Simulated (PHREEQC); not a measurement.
Consider water at 85 °C with 0.065 mol/kgw CdCl2 and 0.22 mol/kgw Na2SO4. Closed to the air; pH follows from the charge balance.

Computed with PHREEQC (ion-association model, phreeqc.dat).

Problem. The ionic strength comes out as 0.571 mol/kgw. What activity coefficients do H+, Cd(SO4)2-2, CdCl3-, Cd+2, Cl- get?

Solution. H+ 0.74, Cd(SO4)2-2 0.25, CdCl3- 0.71, Cd+2 0.25, Cl- 0.61.

This is a speciation only: nothing precipitates in the calculation. Constants without temperature data keep their 25 °C values here.
